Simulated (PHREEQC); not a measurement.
**Reverse-osmosis permeate**

Synthetic water in mg/L, 25 °C, pH 5.92, pe 8.6: Na 2.73; K 2.9; Ca 7.57; Mg 5.03; Cl 16.8; S(6) as SO4 6.52; Alkalinity as HCO3 21.3; F 0.0112.

Valence states are taken as typed.

All values are PHREEQC results (ion-association model, wateq4f.dat), not measurements.

This is a speciation only: nothing precipitates in the calculation.

Question: Estimate the charge-balance error.

Answer: charge-balance error 1.3 %.

Question: In which forms is Mg present?

Answer: Mg+2 99 %, MgSO4 1.1 % of the Mg.
